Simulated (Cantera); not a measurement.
Feed: 1 mol B₂O₃, 5.6 mol F₂, 7.8 mol H₂, equilibrated at 1650 °C and 2000 Pa.

Method: chemical equilibrium by Gibbs-energy minimisation in Cantera with the NASA 1993 tables (ideal gas, pure condensed phases). Candidate condensed phases: B, B₂O₃, B₃O₃H₃, H₂O; 43 gas species. The tables' values for BF₂ are old estimates; treat these amounts as uncertain. Kinetics and transport are ignored.

Base state: HF 0.640, H₂ 0.152, BOF 0.131, H₂O 0.0665, HBO₂ 0.00539, H 0.00259, BF₃ 0.00241, OH 9.79e-5 (mole fractions); condensed: gas only.

What changes in the equilibrium state with this change: temperature from 1650 °C to 1350 °C?


```tsv
species	before	after
HF	0.640	0.615
H₂	0.152	0.156
BOF	0.131	0.114
H₂O	0.0665	0.0869
BF₃	0.00241	0.0218
BO	1.39e-5	3.15e-7
OH	9.79e-5	4.51e-6
H	0.00259	0.000193
```
Gases not in the tables: H₃BO₃.

What changes in the equilibrium state with this change: temperature from 1650 °C to 1200 °C?


| species | before | after |
|---|---|---|
| HF | 0.640 | 0.569 |
| H₂ | 0.152 | 0.161 |
| H₂O | 0.0665 | 0.123 |
| BF₃ | 0.00241 | 0.0561 |
| BOF | 0.131 | 0.0840 |
| B₃O₃F₃ | 1.83e-8 | 0.000141 |
| BO | 1.39e-5 | 2.24e-8 |
Gases not in the tables: H₃BO₃.

What changes in the equilibrium state with this change: pressure from 2000 Pa to 13300 Pa?


```tsv
species	before	after
HF	0.640	0.628
H₂	0.152	0.154
BOF	0.131	0.122
H₂O	0.0665	0.0768
BF₃	0.00241	0.0124
BHF₂	3.70e-6	1.98e-5
BO	1.39e-5	5.14e-6
H	0.00259	0.00101
OH	9.79e-5	4.35e-5
BF₂	6.04e-5	0.000124
```
